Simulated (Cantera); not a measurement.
**Adiabatic ignition**

An adiabatic, constant-pressure homogeneous reactor starts with CH3OH : O2 : N2 : H2 = 1 : 2.73 : 10.3 : 0.015 (molar parts), equivalence ratio 0.55, at 1800 K and 4.93 atm.

Detailed kinetics in Cantera: GRI-Mech 3.0 (53 species, 325 reactions). GRI-Mech 3.0 was tuned for natural gas; its chemistry of methanol as a main component is partial and can be far from experiment.

| t (s) | T (K) | x CH3OH | x O2 | x H2O | x NO | x C2H2 |
|---|---|---|---|---|---|---|
| 6.00e-6 | 1939 | 0.0292 | 0.165 | 0.0371 | 3.14e-9 | 2.32e-7 |
| 2.58e-5 | 2697 | <1e-12 | 0.0837 | 0.121 | 0.000328 | <1e-12 |
| 0.000111 | 2740 | <1e-12 | 0.0822 | 0.124 | 0.00201 | <1e-12 |
| 0.000476 | 2732 | <1e-12 | 0.0794 | 0.124 | 0.00785 | <1e-12 |
| 0.00205 | 2720 | <1e-12 | 0.0751 | 0.125 | 0.0169 | <1e-12 |
| 0.00880 | 2718 | <1e-12 | 0.0745 | 0.125 | 0.0183 | <1e-12 |
| 0.0378 | 2718 | <1e-12 | 0.0745 | 0.125 | 0.0183 | <1e-12 |
| 0.162 | 2718 | <1e-12 | 0.0745 | 0.125 | 0.0183 | <1e-12 |
| 0.698 | 2718 | <1e-12 | 0.0745 | 0.125 | 0.0183 | <1e-12 |
| 3.00 | 2718 | <1e-12 | 0.0745 | 0.125 | 0.0183 | <1e-12 |
x: mole fraction; the columns are a selection and need not sum to one.

| Quantity | Value |
|---|---|
| time of steepest temperature rise | 7.76 µs |
| temperature at 3.00 s | 2718 K |
| equilibrium temperature | 2718 K |
| x(CH3OH) at 3.00 s | <1e-12 (gas-phase equilibrium <1e-12) |
| x(O2) at 3.00 s | 0.0745 (gas-phase equilibrium 0.0745) |
| x(H2O) at 3.00 s | 0.125 (gas-phase equilibrium 0.125) |
